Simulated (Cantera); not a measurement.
**Stirred combustor or abatement burner**

A perfectly stirred reactor is fed with 4.67 % CO, 7.00 % H2, 1.40 % CH4, 14.1 % O2, 53.2 % N2, 19.6 % H2O, at 1.80 bar; it is adiabatic with a 525 K inlet, and is followed from long to short residence time, starting on the burning branch (τ in s: 0.087, 0.043, 0.021, 0.011, 0.0052, 0.0026, 0.0013, 0.00063, 0.00031, 0.00015, 7.6e-05).

Model: GRI-Mech 3.0 (53 species, 325 reactions), integrated in Cantera.

```json
[
 {"τ (s)": "0.087", "T (K)": "1695", "x CO": "0.000235", "x H2": "0.000128", "x CH4": "3.35e-6", "x OH": "0.000840", "x H2O": "0.311", "x CH2CO": "2.56e-10"},
 {"τ (s)": "0.043", "T (K)": "1693", "x CO": "0.000379", "x H2": "0.000200", "x CH4": "5.23e-6", "x OH": "0.00103", "x H2O": "0.311", "x CH2CO": "5.75e-10"},
 {"τ (s)": "0.021", "T (K)": "1689", "x CO": "0.000615", "x H2": "0.000315", "x CH4": "8.22e-6", "x OH": "0.00127", "x H2O": "0.311", "x CH2CO": "1.26e-9"},
 {"τ (s)": "0.011", "T (K)": "1684", "x CO": "0.000952", "x H2": "0.000477", "x CH4": "1.24e-5", "x OH": "0.00153", "x H2O": "0.311", "x CH2CO": "2.50e-9"},
 {"τ (s)": "0.0052", "T (K)": "1676", "x CO": "0.00158", "x H2": "0.000770", "x CH4": "2.01e-5", "x OH": "0.00190", "x H2O": "0.310", "x CH2CO": "5.39e-9"},
 {"τ (s)": "0.0026", "T (K)": "1663", "x CO": "0.00252", "x H2": "0.00119", "x CH4": "3.20e-5", "x OH": "0.00229", "x H2O": "0.309", "x CH2CO": "1.07e-8"},
 {"τ (s)": "0.0013", "T (K)": "1645", "x CO": "0.00403", "x H2": "0.00182", "x CH4": "5.21e-5", "x OH": "0.00269", "x H2O": "0.307", "x CH2CO": "2.11e-8"},
 {"τ (s)": "0.00063", "T (K)": "1615", "x CO": "0.00663", "x H2": "0.00280", "x CH4": "9.08e-5", "x OH": "0.00307", "x H2O": "0.305", "x CH2CO": "4.33e-8"},
 {"τ (s)": "0.00031", "T (K)": "1567", "x CO": "0.0111", "x H2": "0.00422", "x CH4": "0.000172", "x OH": "0.00323", "x H2O": "0.302", "x CH2CO": "9.36e-8"},
 {"τ (s)": "0.00015", "T (K)": "1473", "x CO": "0.0208", "x H2": "0.00683", "x CH4": "0.000448", "x OH": "0.00265", "x H2O": "0.297", "x CH2CO": "2.90e-7"},
 {"τ (s)": "7.6e-5", "T (K)": "525", "x CO": "0.0467", "x H2": "0.0700", "x CH4": "0.0140", "x OH": "<1e-12", "x H2O": "0.196", "x CH2CO": "<1e-12"}
]
```
x: mole fraction; the columns are a selection and need not sum to one.
